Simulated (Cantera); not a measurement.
A perfectly stirred reactor is fed with 18.5 % NH3, 81.5 % N2, at 180000 Pa; it is held at 1850 K, and followed from long to short residence time.

Detailed kinetics in Cantera: the gas-phase N/H chemistry of the illustrative SiF4/NH3 mechanism in the Surface Chemkin manual (1991). Walls and surfaces, which speed up NH3 decomposition in real reactors, are not modelled.

Predict: x(NH3) at τ = 16.0 s; x(NH2) at τ = 16.0 s; x(N2H2) at τ = 16.0 s; x(N) at τ = 16.0 s; x(H2) at τ = 16.0 s; x(NH3) at τ = 92.0 ms; x(NH2) at τ = 92.0 ms; x(N2H2) at τ = 92.0 ms; x(N) at τ = 92.0 ms; x(H2) at τ = 92.0 ms.


- x(NH3) at τ = 16.0 s = 0.00611
- x(NH2) at τ = 16.0 s = 1.27e-5
- x(N2H2) at τ = 16.0 s = 2.68e-9
- x(N) at τ = 16.0 s = 5.45e-8
- x(H2) at τ = 16.0 s = 0.227
- x(NH3) at τ = 92.0 ms = 0.111
- x(NH2) at τ = 92.0 ms = 0.000139
- x(N2H2) at τ = 92.0 ms = 2.27e-7
- x(N) at τ = 92.0 ms = 1.64e-7
- x(H2) at τ = 92.0 ms = 0.0937
